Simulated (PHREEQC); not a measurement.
Alkaline etch or developer: speciation

Make-up at 25 °C: 0.036 mol/kgw KOH, 4.8e-05 mol/kgw CO2 and 0.0013 mol/kgw (CH3)4NCl. Closed to the air; pH follows from the charge balance.

All values are PHREEQC results (ion-association model, wateq4f.dat), not measurements.

No solid was allowed to form.

Problem. Estimate the pH.

Solution. pH 12.47.

Species that the database lacks are ignored. (CH3)4N+ isn't in the database: it is added as a free cation with an ion size of 4 Å.
